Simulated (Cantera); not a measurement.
Input (Python, Cantera) and output of one run.

```python
import numpy as np
import cantera as ct

gas_names = """
    AL ALN ALO ALO2 AL2 AL2O AL2O2 N NO NO2 NO3 N2 N2O O O2 O3
""".split()
cond_names = """
    AL(cr) AL(L) ALN(s) AL2O3(a) AL2O3(L)
""".split()


# ... load() reads the species with a 1 bar reference pressure and builds the phases ...
atoms = {
    'AlN': {'AL': 1, 'N': 1},
    'O2': {'O': 2},
}
top_T = {'ALN(s)': 2750}  # K; cautious upper limits of use, not melting points


# ... equilibrate(T, P, feed) seeds the gas with the atoms and calls Mixture.equilibrate('TP', solver="vcs", rtol=1e-11, max_steps=5000) ...
results = []
T = 1948.15  # K
P = 180  # Pa
for m in [0.15, 0.24, 0.33, 0.42, 0.51, 0.6, 0.69, 0.78, 0.87]:
    feed = {'AlN': 1, 'O2': m}  # mol
    mix = equilibrate(T, P, feed)
    results.append((T, P, feed, dict(zip(mix.species_names, mix.species_moles))))

top = {s: max(r[3][s] / sum(r[3][g] for g in gas_names) for r in results) for s in gas_names}
cols = sorted((s for s in top if top[s] > 0.001), key=lambda s: -top[s])[:7]
seen = [c for c in cond_names if any(r[3].get(c, 0) > 1e-12 for r in results)]
print("log10 of partial pressures in bar; condensed amounts in mol")
print(f"{'n(O2)':>10s}" + "".join(f"{s[:9]:>10s}" for s in cols + seen))
for T, P, feed, n in results:
    ng = sum(n[g] for g in gas_names)
    print(f"{feed['O2']:10.4g}" + "".join(f"{np.log10(max(n[s] / ng * P / 1e5, 1e-99)):10.3f}" for s in cols)
          + "".join(f"{n.get(c, 0):10.4g}" for c in seen))
```

Output:

```
log10 of partial pressures in bar; condensed amounts in mol
     n(O2)        N2        O2        AL      AL2O        NO         O    ALN(s)  AL2O3(a)
      0.15    -2.844   -17.074    -3.705    -3.769   -11.748   -11.889    0.7652   0.09535
      0.24    -2.844   -17.074    -3.705    -3.769   -11.748   -11.889    0.6243    0.1526
      0.33    -2.844   -17.074    -3.705    -3.769   -11.748   -11.889    0.4834    0.2098
      0.42    -2.844   -17.074    -3.705    -3.769   -11.748   -11.889    0.3426     0.267
      0.51    -2.844   -17.074    -3.705    -3.769   -11.748   -11.889    0.2017    0.3242
       0.6    -2.844   -17.074    -3.705    -3.769   -11.748   -11.889    0.0608    0.3814
      0.69    -2.802   -16.818    -3.897    -4.025   -11.598   -11.761         0      0.45
      0.78    -2.771    -4.016   -13.498   -16.826    -5.183    -5.360         0       0.5
      0.87    -2.841    -3.471   -13.907   -17.372    -4.945    -5.088         0       0.5
```

Cantera equilibrium calculation (NASA polynomials, part measured and part estimated; ideal gas, pure solids and liquids). Mutual solubility and eutectic melting of coexisting phases are not modelled. Condensed phases not in the tables: aluminium oxynitride.
